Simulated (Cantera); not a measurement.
An adiabatic, constant-pressure homogeneous reactor starts with CH₃OH : O₂ : N₂ = 1 : 0.75 : 8.25 (molar parts), equivalence ratio 2.0, at 1525 K and 0.987 atm.

Cantera simulation using GRI-Mech 3.0 (53 species, 325 reactions); the numbers are that mechanism's predictions, not measurements. GRI-Mech 3.0 was tuned for natural gas; its chemistry of methanol as a main component is partial and can be far from experiment.

One state of this run: T (K) = 2172; x CH₃OH = <1e-12; x O₂ = 2.63e-6; x HCO = 2.06e-8; x NO = 2.69e-5; x HCN = 1.25e-8; x H₂O = 0.111. x: mole fraction; the columns are a selection and need not sum to one.

Q: Which value of t (s) does it belong to?
A. 0.303
B. 0.0920
C. 0.00847
D. 7.17e-5

A: B, 0.0920
